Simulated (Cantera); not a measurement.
Predominance diagram of Cu at 1550 K against the partial pressures of O2 and H2O (log10, bar). Source: NASA polynomial tables (part measured, part estimated), evaluated in Cantera. Candidates: Cu(l), Cu2O(l). Only these pure phases compete in this equilibrium. 

```
log p(H2O) \ log p(O2)
        columns: -29, -27.5, -26, -24.5, -23, -21.5, -20, -18.5, -17, -15.5, -14, -12.5, -11, -9.5, -8, -6.5, -5, -3.5, -2, -0.5, 1
      0  A A A A A A A A A A A B B B B B B C C C C
   -0.8  A A A A A A A A A A B B B B B B B C C C C
   -1.5  A A A A A A A A A B B B B B B B B C C C C
   -2.2  A A A A A A A A B B B B B B B B B C C C C
     -3  A A A A A A A B B B B B B B B B B C C C C
   -3.8  A A A A A A B B B B B B B B B B B C C C C
   -4.5  A A A A A B B B B B B B B B B B B C C C C
   -5.2  A A A A B B B B B B B B B B B B B C C C C
     -6  A A A B B B B B B B B B B B B B B C C C C
   -6.8  A A B B B B B B B B B B B B B B B C C C C
   -7.5  A B B B B B B B B B B B B B B B B C C C C
   -8.2  B B B B B B B B B B B B B B B B B C C C C
     -9  B B B B B B B B B B B B B B B B B C C C C
```

A: out of reach (another gas would pass 10 bar, or a non-metal would condense); B: Cu(l); C: Cu2O(l).
